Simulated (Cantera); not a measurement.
An isothermal, constant-pressure homogeneous reactor starts with C2H4 : H2 = 5.8 : 150 (molar parts), at 1123 K and 100.0 Torr.

Cantera simulation using GRI-Mech 3.0 (53 species, 325 reactions); the numbers are that mechanism's predictions, not measurements. GRI-Mech 3.0 was tuned for natural gas; its chemistry of ethylene as a main component is partial and can be far from experiment. GRI-Mech 3.0 stops at C3 and has no aromatics, soot or wall deposition, so with more carbon than oxygen in the feed, carbon stays in small species such as C2H2 where larger ones or solid carbon would form.

x: mole fraction; the columns are a selection and need not sum to one.

```csv
t (s),x C2H4,x H2,x CH4,x C2H6,x C2H2
5.00e-6,0.0372,0.963,<1e-12,<1e-12,1.44e-10
2.55e-5,0.0372,0.963,<1e-12,<1e-12,7.33e-10
0.000130,0.0372,0.963,<1e-12,1.65e-12,?
0.000665,0.0372,0.963,<1e-12,3.73e-11,1.91e-8
0.00339,0.0372,0.963,<1e-12,9.36e-10,9.77e-8
0.0173,0.0372,0.963,1.74e-11,2.43e-8,5.03e-7
0.0884,0.0372,0.963,2.65e-9,7.67e-7,2.72e-6
0.451,0.0367,0.963,?,?,?
2.30,0.0294,0.959,0.00647,0.00144,0.00324
11.8,0.0201,0.950,0.0251,0.000980,0.00395
60.0,0.01000,0.936,0.0514,0.000487,0.00195
```

Some entries are withheld; supply them.


- 0.000130, x C2H2: 3.74e-9
- 0.451, x CH4: 3.48e-5
- 0.451, x C2H6: 0.000424
- 0.451, x C2H2: 0.000129
